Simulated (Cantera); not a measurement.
A closed system holds: 1 mol ZrN, 0.012 mol N2, equilibrated at 1327 °C and 0.0533 Torr.

Method: chemical equilibrium by Gibbs-energy minimisation in Cantera with the NASA 1993 tables (ideal gas, pure condensed phases). Candidate condensed phases: Zr, ZrN; 4 gas species. ZrN: taken at fixed stoichiometry. Kinetics and transport are ignored.

Base state: N2 1.00 (mole fractions); condensed: ZrN(s).

Q: What changes in the equilibrium state with this change: temperature from 1327 °C to 2377 °C?

A: 
```json
[
 {"species": "N2", "before": "1.00", "after": "0.901"},
 {"species": "Zr", "before": "<1e-9", "after": "0.0993"},
 {"species": "N", "before": "<1e-9", "after": "0.000122"},
 {"species": "ZrN(s), mol", "before": "1.00", "after": "0.999"}
]
```
